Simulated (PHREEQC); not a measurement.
0.011 g of hydrous ferric oxide (600 m²/g; 0.2 weak and 0.005 strong sites per Fe, Dzombak-Morel constants, diffuse double layer) in 1 kg of water with 0.05 mol/kgw of an inert sodium salt and 3e-08 mol/kgw H3BO3 and 3.2e-07 mol/kgw MnCl2, at 25 °C; the pH is set by adding NaOH or the inert anion's acid. No oxygen is let in. No CO2 enters from the air. Precipitation was switched off in this run.

Base run: PHREEQC, ion-association model, wateq4f.dat. Each further column changes one thing. The table gives Mn sorbed (%).

| pH | base | no electrostatic term (-no_edl) | background salt from 0.05 to 0.005 mol/kgw | oxide from 0.011 to 0.055 g/kgw | 9.5e-06 mol/kgw ZnSO4 added |
|---|---|---|---|---|---|
| 3 | 0.0 | 0.0 | 0.0 | 0.0 | 0.0 |
| 3.38 | 0.0 | 0.0 | 0.0 | 0.0 | 0.0 |
| 4.12 | 0.0 | 0.0 | 0.0 | 0.0 | 0.0 |
| 4.5 | 0.0 | 0.0 | 0.0 | 0.0 | 0.0 |
| 5.25 | 0.0 | 0.0 | 0.0 | 0.0 | 0.0 |
| 5.62 | 0.0 | 0.1 | 0.0 | 0.2 | 0.0 |
| 6.38 | 0.8 | [?] | 0.9 | 3.9 | 0.2 |
| 6.75 | 3.5 | 12.6 | [?] | 15.6 | [?] |
| 7.5 | 41.0 | 62.2 | [?] | [?] | 1.8 |
| 7.88 | 73.8 | 80.9 | 79.8 | 95.3 | 4.5 |
| 8.62 | 98.2 | [?] | 98.9 | 99.8 | [?] |
| 9 | 99.6 | 96.8 | 99.8 | 100.0 | 59.8 |

Task: Complete the blanks.

Result: 
- 6.38, no electrostatic term (-no_edl): 3.1
- 6.75, background salt from 0.05 to 0.005 mol/kgw: 4.1
- 6.75, 9.5e-06 mol/kgw ZnSO4 added: 0.4
- 7.5, background salt from 0.05 to 0.005 mol/kgw: 47.6
- 7.5, oxide from 0.011 to 0.055 g/kgw: 80.2
- 8.62, no electrostatic term (-no_edl): 94.8
- 8.62, 9.5e-06 mol/kgw ZnSO4 added: 27.3

The oxide is taken as insoluble; below pH 4 it would dissolve.
